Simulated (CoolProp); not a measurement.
R404A at 298.15 K and 10.9 MPa is throttled through a valve to 5.21 MPa with no heat exchange. Each further row changes one setting.

Model: reference Helmholtz-energy equation of state, Lemmon 2003, in CoolProp. It is a pseudo-pure fit of the blend.

```json
[
 {"case": "as stated", "temperature change (K)": "-0.0", "final density (kg/m³)": "1080"},
 {"case": "outlet pressure 1.56 MPa", "temperature change (K)": "-0.6", "final density (kg/m³)": "1050"},
 {"case": "outlet pressure 6.77 MPa", "temperature change (K)": "+0.1", "final density (kg/m³)": "1090"}
]
```
